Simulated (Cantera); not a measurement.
Feed: 1 mol Si3H8, 0.11 mol HCl, 150 mol N2, equilibrated at 101000 Pa.

These are equilibrium values from Cantera (NASA tables, ideal gas, pure condensed phases), not measurements of a reactor. Candidate condensed phases: NH4Cl, Si, Si3N4; 28 gas species. The feed counts by its element totals alone. N2 is the only nitrogen source here; it is nearly inert below about 1500 K, so the nitride shown seldom forms there in practice. Equilibrium is a limit: real reactors are often held back by kinetics, nucleation or transport. All values below are at 1123 K.

Base state: N2 0.973, H2 0.0263, HCl 0.000723 (mole fractions); condensed: Si3N4(s).

Question: What changes in the equilibrium state with this change: Si3H8 replaced by SiHCl3?

Answer: 
```tsv
species	before	after
N2	0.973	0.990
HCl	0.000723	0.00666
SiCl4	<1e-9	0.00346
H2	0.0263	0.000335
SiCl3	<1e-9	1.15e-5
Si3N4(s), mol	1.00	0.158
```
The tables' values for SiCl3 are old estimates; treat these amounts as uncertain.
